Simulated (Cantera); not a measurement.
Input (Python, Cantera) and output of one run.

```python
import numpy as np
import cantera as ct

gas_names = """
    C CN CO CO2 C2 CCN CNC C2N2 C2O C3 C3O2 C4 C4N2 C5 N NCO NO NO2 NO3 N2 N2O O O2 O3 Si SiC SiC2 SiN
    SiO SiO2 Si2 Si2C Si2N Si3
""".split()
cond_names = """
    C(gr) Si(cr) Si(L) SiC(b) SiO2(Lqz) SiO2(hqz) SiO2(L) Si2N2O(s) Si3N4(a)
""".split()


# ... load() reads the species with a 1 bar reference pressure and builds the phases ...
atoms = {
    'Si3N4': {'Si': 3, 'N': 4},
    'CO2': {'C': 1, 'O': 2},
    'N2': {'N': 2},
}
top_T = {'C(gr)': 4500, 'SiC(b)': 3050, 'Si2N2O(s)': 2100, 'Si3N4(a)': 2400}  # K; cautious upper limits of use, not melting points


# ... equilibrate(T, P, feed) seeds the gas with the atoms and calls Mixture.equilibrate('TP', solver="vcs", rtol=1e-11, max_steps=5000) ...
results = []
feed = {'Si3N4': 1, 'CO2': 0.064, 'N2': 870}  # mol
T = 1400  # K
P = 0.13  # Pa
mix = equilibrate(T, P, feed)
results.append((T, P, feed, dict(zip(mix.species_names, mix.species_moles))))
x = sorted(zip(gas.X, gas.species_names), reverse=True)
print(f"T = {T:g} K  P = {P:g} Pa  gas = {mix.phase_moles(0):.4g} mol")
print("   x: " + "  ".join(f"{s} {v:.3e}" for v, s in x if v > 0.001))
print("   condensed (mol): " + ("  ".join(f"{mix.phase(i).name} {mix.phase_moles(i):.4g}"
      for i in range(1, mix.n_phases) if mix.phase_moles(i) > 1e-12) or "none"))
```

It prints:

```
T = 1400 K  P = 0.13 Pa  gas = 872.7 mol
   x: N2 9.992e-01
   condensed (mol): Si(cr) 2.254  SiC(b) 0.06133
```

Equilibrium computed with Cantera from the NASA thermochemical tables; the gas is ideal and each condensed phase is pure. Mutual solubility and eutectic melting of coexisting phases are not modelled.
